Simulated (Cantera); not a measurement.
Cantera run, input and output.

```python
import numpy as np
import cantera as ct

gas = ct.Solution("gri30.yaml")
gas.TPX = 1800, 23000, {'CH4': 1, 'H2O': 0.79}
inlet = ct.Reservoir(gas, clone=True)

reactor = ct.IdealGasConstPressureReactor(gas, energy="off", clone=False)
exhaust = ct.Reservoir(gas, clone=True)
tau = [1.1, 0.48, 0.21, 0.095, 0.042, 0.019, 0.0083, 0.0037, 0.0016, 0.00073, 0.00033][0]
for a, b in ((inlet, reactor), (reactor, exhaust)):
    ct.MassFlowController(a, b, mdot=lambda t: reactor.mass / tau)
net = ct.ReactorNet([reactor])
show = ['CH4', 'H2O', 'H2O2', 'C2H6', 'H', 'HO2', 'HCO']

rows = []
print(f"{'tau/s':>10s}{'T/K':>9s}" + "".join(f"{s:>11s}" for s in show))
for tau in [1.1, 0.48, 0.21, 0.095, 0.042, 0.019, 0.0083, 0.0037, 0.0016, 0.00073, 0.00033]:
    net.initial_time = 0.0
    net.advance(30 * tau)
    before = gas.X
    net.advance(40 * tau)
    drift = np.max(np.abs(gas.X - before) / (gas.X + 1e-9))
    rows.append([gas.T, *gas[show].X, drift])
    print(f"{tau:10.3e}{gas.T:9.1f}" + "".join(f"{x:11.3e}" for x in gas[show].X))
```

Result:

```
     tau/s      T/K        CH4        H2O       H2O2       C2H6          H        HO2        HCO
 1.100e+00   1800.0  2.140e-02  9.337e-02  5.855e-13  3.658e-06  5.916e-04  1.182e-13  1.589e-08
 4.800e-01   1800.0  3.084e-02  1.342e-01  1.228e-12  7.818e-06  5.631e-04  2.378e-13  1.678e-08
 2.100e-01   1800.0  4.446e-02  1.805e-01  2.237e-12  1.668e-05  5.253e-04  4.093e-13  1.983e-08
 9.500e-02   1800.0  6.369e-02  2.254e-01  3.443e-12  3.463e-05  4.796e-04  5.862e-13  2.553e-08
 4.200e-02   1800.0  9.328e-02  2.666e-01  4.637e-12  7.345e-05  4.243e-04  7.190e-13  3.465e-08
 1.900e-02   1800.0  1.354e-01  3.000e-01  5.549e-12  1.503e-04  3.650e-04  7.765e-13  4.687e-08
 8.300e-03   1800.0  1.962e-01  3.302e-01  6.319e-12  3.045e-04  2.994e-04  7.944e-13  6.328e-08
 3.700e-03   1800.0  2.709e-01  3.584e-01  7.062e-12  5.635e-04  2.328e-04  8.044e-13  8.213e-08
 1.600e-03   1800.0  3.583e-01  3.876e-01  7.757e-12  9.466e-04  1.624e-04  7.928e-13  9.994e-08
 7.300e-04   1800.0  4.397e-01  4.126e-01  7.732e-12  1.270e-03  9.855e-05  6.965e-13  1.017e-07
 3.300e-04   1800.0  5.070e-01  4.307e-01  5.915e-12  1.169e-03  4.524e-05  4.661e-13  6.917e-08
```

Computed with Cantera and GRI-Mech 3.0 (53 species, 325 reactions).
